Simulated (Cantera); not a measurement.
## Carbon deposition, reforming and gasification: C3H6 + H2O + NH3

A closed system holds: 1 mol C3H6, 0.13 mol H2O, 0.13 mol NH3, held at 1.00 Torr.

Equilibrium computed with Cantera from the NASA thermochemical tables; the gas is ideal and each condensed phase is pure. Candidate condensed phases: C, C6H6, C7H8, C8H18, H2O; 136 gas species. The numbers say what is thermodynamically allowed, not how fast it happens.

| T (K) | x H2 | x H | x CO | x N2 | x C2H2 (acetylene) | x HCN | x C3 | n C(graphite) |
|---|---|---|---|---|---|---|---|---|
| 1950 | 0.914 | 0.0300 | 0.0364 | 0.0174 | 0.000500 | 0.00152 | 5.87e-9 | 2.86 |
| 2050 | 0.886 | 0.0585 | 0.0359 | 0.0168 | 0.000940 | 0.00218 | 6.91e-8 | 2.85 |
| 2150 | 0.839 | 0.106 | 0.0350 | 0.0159 | 0.00162 | 0.00295 | 6.42e-7 | 2.85 |
| 2250 | 0.767 | 0.178 | 0.0336 | 0.0148 | 0.00257 | 0.00376 | 4.87e-6 | 2.83 |
| 2350 | 0.667 | 0.279 | 0.0318 | 0.0134 | 0.00368 | 0.00449 | 3.10e-5 | 2.82 |
| 2450 | 0.542 | 0.405 | 0.0294 | 0.0118 | 0.00473 | 0.00500 | 0.000168 | 2.80 |
| 2550 | 0.406 | 0.544 | 0.0268 | 0.0103 | 0.00539 | 0.00517 | 0.000799 | 2.77 |
x: gas mole fraction; n: condensed amount in mol.

From 1950 K to 2550 K the condensed part is C(graphite). The main C-bearing gas is CO throughout. The share of C in condensed phases is highest at 1950 K (95.4 %) and lowest at 2550 K (92.3 %).
